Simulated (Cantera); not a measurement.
An isothermal, constant-pressure homogeneous reactor starts with H₂ : O₂ = 0.029 : 1 (molar parts), at 1450 K and 210 Pa. Integrator tolerance rtol = 1e-08.

Computed with Cantera and GRI-Mech 3.0 (53 species, 325 reactions). Radical loss at walls, strong at low pressure, is not modelled.

Question: What does this change do: 0.043 parts H2O added?

Answer: 
| quantity | before | after |
|---|---|---|
| x(H₂) at 50.0 s | 1.33e-5 (gas-phase equilibrium 6.02e-7) | 1.07e-5 (gas-phase equilibrium 1.46e-6) |
| x(O₂) at 50.0 s | 0.970 (gas-phase equilibrium 0.971) | 0.931 (gas-phase equilibrium 0.932) |
| x(OH) at 50.0 s | 0.000860 (gas-phase equilibrium 0.000183) | 0.000756 (gas-phase equilibrium 0.000280) |
| x(HO₂) at 50.0 s | 3.40e-8 (gas-phase equilibrium 4.84e-8) | 4.27e-8 (gas-phase equilibrium 7.24e-8) |
| x(H₂O₂) at 50.0 s | 9.81e-10 (gas-phase equilibrium 1.98e-10) | 1.03e-9 (gas-phase equilibrium 4.63e-10) |
| x(H) at 50.0 s | 1.70e-5 (gas-phase equilibrium 1.61e-7) | 4.99e-6 (gas-phase equilibrium 2.51e-7) |

Question: What does this change do: H2 0.029 to 0.01 parts?

Answer: 
```json
[
 {"quantity": "x(H₂) at 50.0 s", "before": "1.33e-5 (gas-phase equilibrium 6.02e-7)", "after": "8.33e-6 (gas-phase equilibrium 2.07e-7)"},
 {"quantity": "x(O₂) at 50.0 s", "before": "0.970 (gas-phase equilibrium 0.971)", "after": "0.988 (gas-phase equilibrium 0.990)"},
 {"quantity": "x(OH) at 50.0 s", "before": "0.000860 (gas-phase equilibrium 0.000183)", "after": "0.000686 (gas-phase equilibrium 0.000108)"},
 {"quantity": "x(HO₂) at 50.0 s", "before": "3.40e-8 (gas-phase equilibrium 4.84e-8)", "after": "2.60e-8 (gas-phase equilibrium 2.89e-8)"},
 {"quantity": "x(H₂O₂) at 50.0 s", "before": "9.81e-10 (gas-phase equilibrium 1.98e-10)", "after": "6.35e-10 (gas-phase equilibrium 6.95e-11)"},
 {"quantity": "x(H) at 50.0 s", "before": "1.70e-5 (gas-phase equilibrium 1.61e-7)", "after": "2.49e-5 (gas-phase equilibrium 9.45e-8)"}
]
```

Question: What does this change do: pressure from 210 Pa to 2670 Pa?

Answer: 
```json
[
 {"quantity": "x(H₂) at 50.0 s", "before": "1.33e-5 (gas-phase equilibrium 6.02e-7)", "after": "1.69e-7 (gas-phase equilibrium 1.69e-7)"},
 {"quantity": "x(O₂) at 50.0 s", "before": "0.970 (gas-phase equilibrium 0.971)", "after": "0.971 (gas-phase equilibrium 0.971)"},
 {"quantity": "x(OH) at 50.0 s", "before": "0.000860 (gas-phase equilibrium 0.000183)", "after": "9.70e-5 (gas-phase equilibrium 9.70e-5)"},
 {"quantity": "x(HO₂) at 50.0 s", "before": "3.40e-8 (gas-phase equilibrium 4.84e-8)", "after": "9.13e-8 (gas-phase equilibrium 9.13e-8)"},
 {"quantity": "x(H₂O₂) at 50.0 s", "before": "9.81e-10 (gas-phase equilibrium 1.98e-10)", "after": "7.07e-10 (gas-phase equilibrium 7.07e-10)"},
 {"quantity": "x(H) at 50.0 s", "before": "1.70e-5 (gas-phase equilibrium 1.61e-7)", "after": "2.40e-8 (gas-phase equilibrium 2.40e-8)"}
]
```
